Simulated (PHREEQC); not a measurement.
Ca(OH)2 is added in steps, without added water, to 1 kg of water holding 0.003 mol Pb(NO3)2 and 0.012 mol KNO3, at 25 °C. Oxygen is held at 0.21 atm. The system is closed to CO2. No solid was allowed to form.

Base run: PHREEQC, ion-association model, wateq4f.dat. Each further column changes one thing. The table gives pH.

```csv
Ca(OH)2 added (mol),base,Pb(NO3)2 replaced by LiNO3 at the same molality,temperature from 25 to 15 °C,Pb(NO3)2 replaced by Ca(NO3)2 at the same molality,solids may form
0,5.24,7.00,5.24,6.99,5.24
0.001625,7.85,11.44,8.03,11.43,7.85
0.002844,10.65,11.68,10.59,11.66,9.21
0.004469,11.04,11.86,11.05,11.85,11.34
0.005687,11.25,11.96,11.41,11.95,11.57
0.007313,11.53,12.06,11.78,12.05,11.75
0.008531,11.69,12.12,11.97,12.11,11.83
0.01016,11.85,12.19,12.14,12.18,11.92
0.01137,11.94,12.24,12.24,12.23,11.97
0.013,12.04,12.29,12.34,12.28,12.04
```

In at least one series the solution becomes supersaturated in solids that the run did not let form, among them Litharge.  Solids allowed in the column 'solids may form': Portlandite, Litharge.
